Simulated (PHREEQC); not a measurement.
**Metal-bearing waste water (model solution)**

Solution (11 °C): 0.092 mol FeSO4 and 0.00023 mol NaHCO3 per kg of water. Closed to the air; pH follows from the charge balance.

Model: ion-association model, phreeqc.dat, run in PHREEQC.

No solid was allowed to form.

**Question.** Estimate the pH.

**Answer.** pH 6.83.

**Question.** In which forms is S present?

**Answer.** SO4-2 60 %, FeSO4 40 % of the S.

Saturation is exceeded, for instance for Siderite; the values hold only as long as no solid forms. Away from 25 °C the constants follow the database's enthalpies or fits; those with neither stay at their 25 °C values.
